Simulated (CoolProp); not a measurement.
Properties of n-pentane along the isobar 12.1 MPa.

Computed with CoolProp (reference Helmholtz-energy equation of state, Thol 2019).

```
T (K)          phase  cp (kJ/(kg K))  Joule-Thomson coefficient (K/MPa)  conductivity (mW/(m K))  Prandtl number
-----  -------------  --------------  ---------------------------------  -----------------------  --------------
450           liquid           3.006                             0.1021                     83.9            2.03
463.1         liquid           3.081                             0.1961                     82.6            1.89
476.2  supercritical           3.158                             0.3079                     81.6            1.75
489.2  supercritical           3.236                             0.4394                     80.8            1.61
502.3  supercritical           3.314                             0.5947                     80.3            1.47
515.4  supercritical           3.389                             0.7724                     80.1            1.34
528.5  supercritical           3.457                             0.9683                     80.0            1.22
541.5  supercritical           3.513                              1.172                     80.2            1.11
554.6  supercritical           3.556                              1.374                     80.4            1.01
567.7  supercritical           3.584                              1.561                     80.6           0.925
580.8  supercritical           3.599                              1.722                     80.7           0.857
593.8  supercritical           3.604                              1.849                     80.9           0.804
606.9  supercritical           3.602                              1.939                     81.0           0.762
620    supercritical           3.596                              1.991                     81.2           0.730
```

Viscosity comes from a separate model (Quiñones-Cisneros 2006), older than the equation that it now runs on, and unchecked against measurements. Thermal conductivity comes from a separate model (Vassiliou 2015).
